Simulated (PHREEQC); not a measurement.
1 kg of water holding 0.51 mol/kgw CaCl2 and 0.0055 mol/kgw MgCl2 is evaporated at 75 °C; the solids stay in contact with the brine. No CO2 enters from the air. The run lets Bischofite, Brucite, Portlandite, MgCl2_4H2O precipitate or redissolve, and no other solid.

Base run: PHREEQC, Pitzer model, pitzer.dat. Each further column changes one thing. The table gives water activity.

```json
[
 {"H2O removed (mol)": "0", "base": "0.976", "temperature from 75 to 25 °C": "0.975", "temperature from 75 to 50 °C": "0.975"},
 {"H2O removed (mol)": "9.886", "base": "0.970", "temperature from 75 to 25 °C": "0.968", "temperature from 75 to 50 °C": "0.969"},
 {"H2O removed (mol)": "24.69", "base": "0.952", "temperature from 75 to 25 °C": "0.950", "temperature from 75 to 50 °C": "0.951"},
 {"H2O removed (mol)": "30.18", "base": "0.939", "temperature from 75 to 25 °C": "0.936", "temperature from 75 to 50 °C": "0.937"},
 {"H2O removed (mol)": "34.69", "base": "0.922", "temperature from 75 to 25 °C": "0.917", "temperature from 75 to 50 °C": "0.919"},
 {"H2O removed (mol)": "41.44", "base": "0.867", "temperature from 75 to 25 °C": "0.857", "temperature from 75 to 50 °C": "0.862"},
 {"H2O removed (mol)": "43.95", "base": "0.825", "temperature from 75 to 25 °C": "0.811", "temperature from 75 to 50 °C": "0.817"},
 {"H2O removed (mol)": "46.01", "base": "0.769", "temperature from 75 to 25 °C": "0.749", "temperature from 75 to 50 °C": "0.758"},
 {"H2O removed (mol)": "49.09", "base": "0.604", "temperature from 75 to 25 °C": "0.566", "temperature from 75 to 50 °C": "0.583"},
 {"H2O removed (mol)": "50.23", "base": "0.493", "temperature from 75 to 25 °C": "0.446", "temperature from 75 to 50 °C": "0.466"}
]
```

Constants without temperature data keep their 25 °C values here.
